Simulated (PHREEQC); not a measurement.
Solution (20 °C): 0.00011 mol Ca(HCO3)2, 0.0024 mol NaF and 5.7e-07 mol H4SiO4 per kg of water. Closed to the air; pH follows from the charge balance.

Equilibrium calculation in PHREEQC: ion-association model, phreeqc.dat.

Precipitation was switched off in this run.

**Question.** Estimate the pH.

**Answer.** pH 8.20.

**Question.** In which forms is Si present?

**Answer.** H4SiO4 98 %, H3SiO4- 2.0 % of the Si.

The solution is supersaturated, for example in Fluorite, so a real one may precipitate; this is no full list. Complexes and solids missing from the database can't appear. SiF6-2 is the database's only silicon fluoride.
